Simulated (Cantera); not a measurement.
A closed system holds: 1 mol B₂O₃, 6.2 mol O₂, 0.17 mol N₂, at 13.0 mbar.

Cantera equilibrium calculation (NASA polynomials, part measured and part estimated; ideal gas, pure solids and liquids). Candidate condensed phases: B, BN, B₂O₃; 17 gas species. The numbers say what is thermodynamically allowed, not how fast it happens.

### Question
Which condensed phases are stable at each of these points (T (K)): 1673, 1698, 1723, 1748, 1773, 1798, 1823, 1848, 1873, 1898?

### Answer
```csv
T (K),condensed phases,B condensed (%)
1673,B₂O₃(l),72.6
1698,B₂O₃(l),58.4
1723,B₂O₃(l),36.9
1748,B₂O₃(l),4.0
1773,gas only,0.0
1798,gas only,0.0
1823,gas only,0.0
1848,gas only,0.0
1873,gas only,0.0
1898,gas only,0.0
```

From 1673 K to 1748 K the condensed part is B₂O₃(l). From 1773 K to 1898 K nothing is condensed.
